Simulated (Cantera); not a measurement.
Input: 1 mol SiH4, 0.74 mol HCl, 17 mol H2, at 1150 K and 11.0 mbar.

Equilibrium computed with Cantera from the NASA thermochemical tables; the gas is ideal and each condensed phase is pure. Candidate condensed phases: Si; 19 gas species. The tables' values for SiCl3 are old estimates; treat these amounts as uncertain. Rates play no part.

Q: What is the equilibrium state?

A: 
```
Item            Value
----------  ---------
x(H2)           0.967
x(HCl)         0.0295
x(SiCl2)      0.00199
x(SiCl4)     0.000508
x(SiHCl3)    0.000338
x(SiCl3)     0.000304
x(SiH2Cl2)    2.82e-5
n(Si(s))    0.938 mol
gas amount  19.72 mol
```
